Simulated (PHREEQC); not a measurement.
Dissolve 2.3 mol NaOH and 0.63 mol H3BO3 per kg of water at 18 °C. Closed to the air; pH follows from the charge balance.

All values are PHREEQC results (Pitzer model, pitzer.dat), not measurements.

Problem. The ionic strength comes out as 2.30 mol/kgw. What activity coefficients do B(OH)4-, Na+, OH- get?

Solution. B(OH)4- 0.40, Na+ 0.56, OH- 0.79. Single-ion values are on the MacInnes scale.

Precipitation was switched off in this run. Species that the database lacks are ignored. In brines, pH and single-ion activities rest on the MacInnes convention.
